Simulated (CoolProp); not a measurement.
Vapour-liquid equilibrium of CHF3 (R23) (1) + R152A (2) at 0.0451 MPa; x and y are mole fractions of (1).

Model: multi-fluid Helmholtz-energy mixture model, Penoncello 2003 and Outcalt 1996; pair parameters Bell 2016, in CoolProp.

Task: Give the bubble temperature and the first vapour's composition at x = 0.35, 0.65, 0.75. Is there an azeotrope?

Result: x = 0.35: -77.3 °C, y = 0.935; x = 0.65: -88.1 °C, y = 0.986; x = 0.75: -90.5 °C, y = 0.992. No azeotrope shows between x = 0.05 and 0.95.

Pair parameters are fitted to limited data, so mixtures are less certain than the pure fluids.
